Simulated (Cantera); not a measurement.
A Cantera script and what it prints.

```python
import numpy as np
import cantera as ct

gas_names = """
    O2 S2
""".split()
cond_names = """
    Na(L) Na2O(c) Na2S(1) Na2SO4(I)
""".split()


# ... load() reads the species with a 1 bar reference pressure and builds the phases ...
species = {s.name: s for s in load("nasa_gas.yaml", gas_names) + load("nasa_condensed.yaml", cond_names)}
T = 1025
g = {n: (s.thermo.h(T) - T * s.thermo.s(T)) / (ct.gas_constant * T * np.log(10)) for n, s in species.items()}
valid = cond_names  # the entries whose range holds T


def stable(la, lb):
    # potentials (over RT ln 10) of the two non-metals from log10 p(O2) and log10 p(S2) in bar
    mu = {}
    mu["O"] = (g["O2"] + la) / 2
    mu["S"] = (g["S2"] + lb) / 2
    cost = {}
    for n in valid:
        c = species[n].composition
        cost[n] = (g[n] - sum(c.get(e, 0) * m for e, m in mu.items())) / c["Na"]
    return min(cost, key=cost.get)


results = []
for lb in [1, -0.6, -2.1, -3.7, -5.2, -6.8, -8.3, -9.9, -11.4, -13]:
    row = [stable(la, lb) for la in [-33, -30.5, -27.9, -25.4, -22.8, -20.3, -17.8, -15.2, -12.7, -10.2, -7.6, -5.1, -2.5, 0]]
    results.append(row)
    print(f"{lb:6.1f}  " + " ".join(f"{valid.index(n):x}" for n in row))
print("key: " + ", ".join(f"{i:x} {n}" for i, n in enumerate(valid)))
```

Output:

```
   1.0  2 2 2 2 2 2 2 3 3 3 3 3 3 3
  -0.6  2 2 2 2 2 2 2 3 3 3 3 3 3 3
  -2.1  2 2 2 2 2 2 2 3 3 3 3 3 3 3
  -3.7  2 2 2 2 2 2 2 3 3 3 3 3 3 3
  -5.2  2 2 2 2 2 2 2 3 3 3 3 3 3 3
  -6.8  2 2 2 2 2 2 2 3 3 3 3 3 3 3
  -8.3  2 2 2 2 2 2 2 3 3 3 3 3 3 3
  -9.9  2 2 2 2 2 2 2 3 3 3 3 3 3 3
 -11.4  2 2 2 2 2 2 2 3 3 3 3 3 3 3
 -13.0  2 2 2 2 2 2 2 3 3 3 3 3 3 3
key: 0 Na(L), 1 Na2O(c), 2 Na2S(1), 3 Na2SO4(I)
```

Standard-state values (1 bar) from the NASA 1993 polynomials, evaluated with Cantera. Not in the tables: pyrosulfates. Part of the grid cannot be reached: there another gas would pass 10 bar, or a non-metal would condense.
